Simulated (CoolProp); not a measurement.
Model: reference Helmholtz-energy equation of state, Thol 2016, in CoolProp.

Q: For hexamethyldisiloxane (MM), give the phase and the cv (kJ/(kg K)), speed of sound (m/s), Joule-Thomson coefficient (K/MPa) at 566.2 K and 0.147 MPa; 566.2 K and 0.418 MPa.

A: 
- 566.2 K and 0.147 MPa: gas; cv 2.11, speed of sound 169, Joule-Thomson coefficient 6.82
- 566.2 K and 0.418 MPa: gas; cv 2.12, speed of sound 163, Joule-Thomson coefficient 7.20
